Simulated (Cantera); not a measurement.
Input: 1 mol PH₃, 0.036 mol O₂, 2 mol H₂, at 2798 K and 10.0 mbar.

Cantera equilibrium calculation (NASA polynomials, part measured and part estimated; ideal gas, pure solids and liquids). Candidate condensed phases: H₂O, P, P₄O₁₀; 17 gas species. Gases not in the tables: HPO₂, HPO₃ and P₄O₆. Rates play no part.

Base state: H 0.497, H₂ 0.374, P 0.0665, P₂ 0.0490, PO 0.0123, PH 0.00136, H₂O 0.000310, OH 0.000115 (mole fractions); condensed: gas only.

### Question
What changes in the equilibrium state with this change: O₂ from 0.036 to 0.4 mol?

### Answer
| species | before | after |
|---|---|---|
| H | 0.497 | 0.479 |
| H₂ | 0.374 | 0.348 |
| PO | 0.0123 | 0.121 |
| P₂ | 0.0490 | 0.00908 |
| P | 0.0665 | 0.0286 |
| O₂ | 3.21e-8 | 1.68e-5 |
| PO₂ | 8.49e-6 | 0.00191 |
| O | 9.65e-5 | 0.00221 |
